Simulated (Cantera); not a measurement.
A Cantera script and what it prints.

```python
import numpy as np
import cantera as ct

gas_names = [...]  # 92 gases of nasa_gas.yaml made of C, H, N
cond_names = """
    C(gr) C6H6(L) C7H8(L) C8H18(L),n-octa
""".split()


# ... load() reads the species with a 1 bar reference pressure and builds the phases ...
atoms = {
    'n-butane': {'C': 4, 'H': 10},
    'NH3': {'N': 1, 'H': 3},
    'N2': {'N': 2},
}
top_T = {'C(gr)': 4500}  # K; cautious upper limits of use, not melting points


# ... equilibrate(T, P, feed) seeds the gas with the atoms and calls Mixture.equilibrate('TP', solver="vcs", rtol=1e-11, max_steps=5000) ...
results = []
feed = {'n-butane': 1, 'NH3': 1.9, 'N2': 0.86}  # mol
P = 220000  # Pa
for T in [1873, 1898, 1923, 1948, 1973, 1998, 2023, 2048, 2073, 2098, 2123, 2148, 2173]:
    mix = equilibrate(T, P, feed)
    results.append((T, P, feed, dict(zip(mix.species_names, mix.species_moles))))

top = {s: max(r[3][s] / sum(r[3][g] for g in gas_names) for r in results) for s in gas_names}
cols = sorted((s for s in top if top[s] > 0.0001), key=lambda s: -top[s])[:5]
seen = [c for c in cond_names if any(r[3].get(c, 0) > 1e-12 for r in results)]
print("log10 of partial pressures in bar; condensed amounts in mol")
print(f"{'T/K':>10s}" + "".join(f"{s[:9]:>10s}" for s in cols + seen))
for T, P, feed, n in results:
    ng = sum(n[g] for g in gas_names)
    print(f"{T:10.4g}" + "".join(f"{np.log10(max(n[s] / ng * P / 1e5, 1e-99)):10.3f}" for s in cols)
          + "".join(f"{n.get(c, 0):10.4g}" for c in seen))
```

Output:

```
log10 of partial pressures in bar; condensed amounts in mol
       T/K        H2        N2       HCN         H C2H2,acet     C(gr)
      1873     0.250    -0.389    -2.132    -3.065    -3.255     3.953
      1898     0.250    -0.389    -2.085    -2.982    -3.174     3.948
      1923     0.250    -0.390    -2.038    -2.901    -3.095     3.943
      1948     0.250    -0.390    -1.993    -2.822    -3.018     3.938
      1973     0.250    -0.391    -1.949    -2.745    -2.944     3.931
      1998     0.250    -0.392    -1.906    -2.670    -2.871     3.924
      2023     0.249    -0.393    -1.864    -2.597    -2.800     3.917
      2048     0.249    -0.393    -1.824    -2.525    -2.731     3.908
      2073     0.249    -0.394    -1.784    -2.456    -2.663     3.899
      2098     0.248    -0.395    -1.745    -2.388    -2.597     3.888
      2123     0.248    -0.396    -1.708    -2.321    -2.533     3.877
      2148     0.247    -0.397    -1.671    -2.257    -2.471     3.865
      2173     0.247    -0.399    -1.636    -2.193    -2.410     3.852
```

Method: chemical equilibrium by Gibbs-energy minimisation in Cantera with the NASA 1993 tables (ideal gas, pure condensed phases).
